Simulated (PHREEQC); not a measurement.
A made-up water analysis in mg/L, 20 °C, pH 6.75, pe 11: Na 0.0761; K 0.00885; Ca 0.0825; Mg 0.0141; Cl 0.128; S(6) as SO4 0.0729; Alkalinity as HCO3 0.211; Zn 0.000165; Cu(2) 0.000537; O(0) (dissolved oxygen) 0.0132.

Na is adjusted to close the charge balance.
Valence states are taken as typed.

Computed with PHREEQC (ion-association model, phreeqc.dat).

The ionic strength comes out as 1.22e-5 mol/kgw.

```json
[
 {"species": "Cl-", "molality": "3.61e-6", "activity": "3.60e-6", "log γ": "-0.002"},
 {"species": "HCO3-", "molality": "3.59e-6", "activity": "3.58e-6", "log γ": "-0.002"},
 {"species": "Na+", "molality": "3.06e-6", "activity": "3.05e-6", "log γ": "-0.002"},
 {"species": "Ca+2", "molality": "2.06e-6", "activity": "2.03e-6", "log γ": "-0.007"},
 {"species": "CO2", "molality": "1.53e-6", "activity": "1.53e-6", "log γ": "0.000"},
 {"species": "SO4-2", "molality": "7.59e-7", "activity": "7.46e-7", "log γ": "-0.007"},
 {"species": "Mg+2", "molality": "5.80e-7", "activity": "5.71e-7", "log γ": "-0.007"},
 {"species": "O2", "molality": "4.13e-7", "activity": "4.13e-7", "log γ": "0.000"},
 {"species": "K+", "molality": "2.26e-7", "activity": "2.25e-7", "log γ": "-0.002"},
 {"species": "H+", "molality": "1.78e-7", "activity": "1.78e-7", "log γ": "-0.002"},
 {"species": "OH-", "molality": "3.86e-8", "activity": "3.85e-8", "log γ": "-0.002"},
 {"species": "Cu+2", "molality": "4.94e-9", "activity": "4.86e-9", "log γ": "-0.007"},
 {"species": "Cu(OH)2", "molality": "3.21e-9", "activity": "3.21e-9", "log γ": "0.000"},
 {"species": "Zn+2", "molality": "2.51e-9", "activity": "2.47e-9", "log γ": "-0.007"}
]
```

No solid was allowed to form. The database's constant for dissolved Cu(OH)2 is higher than later reviews accept.
